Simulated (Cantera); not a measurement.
A Cantera script and its output.

```python
import numpy as np
import cantera as ct

gas = ct.Solution("gri30.yaml")
gas.TPX = 1023, 100000, {'CO': 0.0059, 'O2': 0.031, 'H2O': 0.04, 'N2': 1}
reactor = ct.IdealGasConstPressureReactor(gas, energy="off", clone=False)
net = ct.ReactorNet([reactor])
net.rtol, net.atol = 1e-08, 1e-18
show = ['CO', 'O2', 'H2O', 'O', 'NO2', 'H2', 'HO2']
times = np.geomspace(0.0004, 1, 14)

steps = ct.SolutionArray(gas, extra=["t"])
rows = []
print(f"{'t/s':>10s}{'T/K':>9s}{'P/Pa':>11s}" + "".join(f"{s:>11s}" for s in show))
for t in times:
    while net.time < t:
        t_next = net.step()
        steps.append(gas.state, t=t_next)
    rows.append([np.interp(t, steps.t, y) for y in (steps.T, steps.P, *steps(*show).X.T)])
    print(f"{t:10.3e}{rows[-1][0]:9.1f}{rows[-1][1]:11.4g}" + "".join(f"{x:11.3e}" for x in rows[-1][2:]))
rate = np.gradient(steps.T, steps.t)
print("integrator steps:", len(steps.t))
if steps.T.max() > steps.T[0] + 200:
    print(f"time of steepest temperature rise: {steps.t[rate.argmax()]:.4e} s")
gas.TPX = 1023, 100000, {'CO': 0.0059, 'O2': 0.031, 'H2O': 0.04, 'N2': 1}
gas.equilibrate("TP")
print(f"equilibrium (TP): T = {gas.T:.1f} K  " + "  ".join(f"{s} {gas[s].X[0]:.3e}" for s in show))
```

Result:

```
       t/s      T/K       P/Pa         CO         O2        H2O          O        NO2         H2        HO2
 4.000e-04   1023.0      1e+05  5.479e-03  2.879e-02  3.714e-02  1.021e-10  3.217e-28  1.969e-12  3.380e-11
 7.302e-04   1023.0      1e+05  5.479e-03  2.879e-02  3.714e-02  1.964e-10  8.144e-27  8.968e-12  1.496e-10
 1.333e-03   1023.0      1e+05  5.479e-03  2.879e-02  3.714e-02  4.193e-10  2.328e-25  3.916e-11  6.378e-10
 2.433e-03   1023.0      1e+05  5.479e-03  2.879e-02  3.714e-02  1.107e-09  8.558e-24  1.837e-10  2.904e-09
 4.442e-03   1023.0      1e+05  5.479e-03  2.879e-02  3.714e-02  4.718e-09  7.508e-22  1.160e-09  1.764e-08
 8.109e-03   1023.0      1e+05  5.478e-03  2.879e-02  3.714e-02  5.545e-08  1.031e-18  1.667e-08  2.366e-07
 1.480e-02   1023.0      1e+05  5.450e-03  2.877e-02  3.714e-02  1.317e-06  4.751e-14  1.392e-06  5.203e-06
 2.702e-02   1023.0      1e+05  5.191e-03  2.865e-02  3.713e-02  2.392e-06  2.238e-12  1.559e-05  6.971e-06
 4.933e-02   1023.0      1e+05  4.667e-03  2.840e-02  3.712e-02  2.256e-06  8.618e-12  3.288e-05  6.832e-06
 9.005e-02   1023.0      1e+05  3.863e-03  2.801e-02  3.713e-02  1.884e-06  2.186e-11  3.947e-05  6.340e-06
 1.644e-01   1023.0      1e+05  2.823e-03  2.750e-02  3.715e-02  1.342e-06  4.860e-11  3.237e-05  5.424e-06
 3.001e-01   1023.0      1e+05  1.750e-03  2.698e-02  3.719e-02  7.773e-07  9.904e-11  1.975e-05  4.141e-06
 5.478e-01   1023.0      1e+05  9.013e-04  2.656e-02  3.722e-02  3.488e-07  1.806e-10  9.418e-06  2.714e-06
 1.000e+00   1023.0      1e+05  3.976e-04  2.631e-02  3.723e-02  1.177e-07  2.807e-10  3.741e-06  1.494e-06
integrator steps: 689
equilibrium (TP): T = 1023.0 K  CO 4.474e-12  O2 2.611e-02  H2O 3.725e-02  O 5.065e-11  NO2 2.496e-07  H2 3.964e-11  HO2 1.705e-10
```

Computed with Cantera and GRI-Mech 3.0 (53 species, 325 reactions).
